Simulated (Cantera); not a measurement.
A closed system holds: 1 mol AlN, 0.43 mol O2, 2.3 mol N2, held at 798 K and 75.0 Torr.

Cantera equilibrium calculation (NASA polynomials, part measured and part estimated; ideal gas, pure solids and liquids). Candidate condensed phases: Al, AlN, Al2O3; 16 gas species. Equilibrium is a limit: real reactors are often held back by kinetics, nucleation or transport.

Question: What is the equilibrium state?

Answer: 
| Property | Result |
|---|---|
| x(N2) | 1.00 |
| n(AlN(s)) | 0.427 mol |
| n(Al2O3(s)) | 0.287 mol |
| gas amount | 2.587 mol |
| log10 activity of Al(s) (absent) | -14.82 |
